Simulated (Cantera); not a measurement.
A closed system holds: 1 mol MgO, 4 mol CO, 1.1 mol H2, 3.2 mol C, held at 1600 K and 1 atm.

These are equilibrium values from Cantera (NASA tables, ideal gas, pure condensed phases), not measurements of a reactor. Candidate condensed phases: C, C6H6, C7H8, C8H18, H2O, Mg, MgCO3, MgO, Mg(OH)2; 116 gas species. Rates play no part.

Base state: CO 0.784, H2 0.215, CO2 0.000181, H2O 0.000150, CH4 7.68e-5, H 2.51e-5, Mg 1.61e-5 (mole fractions); condensed: C(graphite) + MgO(s).

Q: What changes in the equilibrium state with this change: temperature from 1600 K to 1273 K?

A: 
```
species             before     after
----------------  --------  --------
CO                   0.784     0.779
H2                   0.215     0.214
CO2               0.000181   0.00442
H2O               0.000150   0.00201
Mg                 1.61e-5     <1e-9
H                  2.51e-5   3.28e-7
CH4                7.68e-5  0.000437
C(graphite), mol      3.20      3.23
MgO(s), mol          1.000      1.00
```
